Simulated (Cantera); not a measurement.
A perfectly stirred reactor is fed with 40.3 % CH4, 52.4 % H2O, 7.26 % H2, at 0.217 atm; it is held at 2200 K, and followed from long to short residence time.

Model: GRI-Mech 3.0 (53 species, 325 reactions), integrated in Cantera.

One state of this run: x CH4 = 0.00167; x H2O = 0.0692; x H2 = 0.700; x H = 0.00879; x CH3 = 0.000399; x CO2 = 0.00399. x: mole fraction; the columns are a selection and need not sum to one.

**Question.** Which value of τ (s) does it belong to?
A) 0.0011
B) 1.8
C) 0.28
D) 0.045

**Answer.** C, 0.28
